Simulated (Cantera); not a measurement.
Cantera run:

```python
import numpy as np
import cantera as ct

gas_names = [...]  # 136 gases of nasa_gas.yaml made of C, H, N, O
cond_names = """
    C(gr) C6H6(L) C7H8(L) C8H18(L),n-octa H2O(s) H2O(L)
""".split()


# ... load() reads the species with a 1 bar reference pressure and builds the phases ...
atoms = {
    'toluene': {'C': 7, 'H': 8},
    'H2O': {'H': 2, 'O': 1},
    'N2': {'N': 2},
    'NH3': {'N': 1, 'H': 3},
}
top_T = {'C(gr)': 4500}  # K; cautious upper limits of use, not melting points


# ... equilibrate(T, P, feed) seeds the gas with the atoms and calls Mixture.equilibrate('TP', solver="vcs", rtol=1e-11, max_steps=5000) ...
results = []
feed = {'toluene': 1, 'H2O': 0.36, 'N2': 12, 'NH3': 0.046}  # mol
P = 1000  # Pa
for T in [1300, 1500, 1700, 1900, 2100, 2300, 2500, 2700]:
    mix = equilibrate(T, P, feed)
    results.append((T, P, feed, dict(zip(mix.species_names, mix.species_moles))))
    x = sorted(zip(gas.X, gas.species_names), reverse=True)
    print(f"T = {T:g} K  P = {P:g} Pa  gas = {mix.phase_moles(0):.4g} mol")
    print("   x: " + "  ".join(f"{s} {v:.3e}" for v, s in x if v > 0.001))
    print("   condensed (mol): " + ("  ".join(f"{mix.phase(i).name} {mix.phase_moles(i):.4g}"
          for i in range(1, mix.n_phases) if mix.phase_moles(i) > 1e-12) or "none"))
```

Output:

```
T = 1300 K  P = 1000 Pa  gas = 16.81 mol
   x: N2 7.151e-01  H2 2.634e-01  CO 2.141e-02
   condensed (mol): C(gr) 6.638
T = 1500 K  P = 1000 Pa  gas = 16.81 mol
   x: N2 7.149e-01  H2 2.631e-01  CO 2.141e-02
   condensed (mol): C(gr) 6.632
T = 1700 K  P = 1000 Pa  gas = 16.82 mol
   x: N2 7.141e-01  H2 2.621e-01  CO 2.141e-02  HCN 1.585e-03
   condensed (mol): C(gr) 6.612
T = 1900 K  P = 1000 Pa  gas = 16.85 mol
   x: N2 7.115e-01  H2 2.586e-01  CO 2.137e-02  HCN 4.178e-03  H 4.035e-03
   condensed (mol): C(gr) 6.563
T = 2100 K  P = 1000 Pa  gas = 16.94 mol
   x: N2 7.048e-01  H2 2.485e-01  CO 2.125e-02  H 1.553e-02  HCN 8.975e-03
   condensed (mol): C(gr) 6.465
T = 2300 K  P = 1000 Pa  gas = 17.21 mol
   x: N2 6.898e-01  H2 2.246e-01  H 4.587e-02  CO 2.092e-02  HCN 1.617e-02  HNC 1.474e-03
   condensed (mol): C(gr) 6.299
T = 2500 K  P = 1000 Pa  gas = 17.77 mol
   x: N2 6.625e-01  H2 1.802e-01  H 1.067e-01  HCN 2.447e-02  CO 2.026e-02  HNC 2.865e-03  C2H2,acetylene 1.949e-03
   condensed (mol): C(gr) 6.061
T = 2700 K  P = 1000 Pa  gas = 18.7 mol
   x: N2 6.233e-01  H 1.956e-01  H2 1.185e-01  HCN 3.055e-02  CO 1.925e-02  HNC 4.426e-03  CN 3.783e-03  C2H2,acetylene 2.793e-03
   condensed (mol): C(gr) 5.727
```

These are equilibrium values from Cantera (NASA tables, ideal gas, pure condensed phases), not measurements of a reactor.
